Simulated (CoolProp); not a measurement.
1000 sccm (0 °C, 1 atm) of nitrogen bubbles through liquid ethylbenzene at 359.9 K and leaves saturated at a total pressure of 0.15 MPa (ideal gas phase). Each further row changes one setting.

Computed with CoolProp (reference Helmholtz-energy equation of state, Zhou 2012).

```
case                      vapour pressure (kPa)  mole fraction of vapour  delivery (mg/min)  delivery (sccm)  change of delivery for a bath 1 K warmer (%)
------------------------  ---------------------  -----------------------  -----------------  ---------------  --------------------------------------------
as stated                                  21.6                        ?                  ?                ?                                           4.4
bath temperature 364.9 K                   25.8                        ?                985                ?                                           4.4
total pressure 0.3 MPa                     21.6                        ?                  ?                ?                                           4.0
```

Fill in the missing entries.


- as stated, mole fraction of vapour: 0.144
- as stated, delivery (mg/min): 796
- as stated, delivery (sccm): 168
- bath temperature 364.9 K, mole fraction of vapour: 0.172
- bath temperature 364.9 K, delivery (sccm): 208
- total pressure 0.3 MPa, mole fraction of vapour: 0.0719
- total pressure 0.3 MPa, delivery (mg/min): 367
- total pressure 0.3 MPa, delivery (sccm): 77.5
